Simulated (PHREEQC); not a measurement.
Make-up at 25 °C: 5.7 mmol/kgw HF, 0.052 mmol/kgw NH4F and 0.077 mmol/kgw H2SO4. Closed to the air; pH follows from the charge balance.

All values are PHREEQC results (ion-association model, wateq4f.dat), not measurements.

| Property | Value |
|---|---|
| pH | 2.77 |
| ionic strength | 0.00188 mol/kgw |
| total alkalinity | -5.85 meq/kg |

```json
[
 {"species": "HF", "molality": "0.00397", "activity": "0.00397", "log γ": "0.000"},
 {"species": "H+", "molality": "0.00177", "activity": "0.00169", "log γ": "-0.020"},
 {"species": "F-", "molality": "0.00165", "activity": "0.00157", "log γ": "-0.021"},
 {"species": "SO4-2", "molality": "6.74e-5", "activity": "5.57e-5", "log γ": "-0.083"},
 {"species": "NH4+", "molality": "5.20e-5", "activity": "4.95e-5", "log γ": "-0.021"},
 {"species": "H2F2", "molality": "4.11e-5", "activity": "4.11e-5", "log γ": "0.000"},
 {"species": "HF2-", "molality": "2.51e-5", "activity": "2.39e-5", "log γ": "-0.021"},
 {"species": "HSO4-", "molality": "9.59e-6", "activity": "9.14e-6", "log γ": "-0.021"},
 {"species": "NH4SO4-", "molality": "3.73e-8", "activity": "3.55e-8", "log γ": "-0.021"}
]
```

This is a speciation only: nothing precipitates in the calculation.
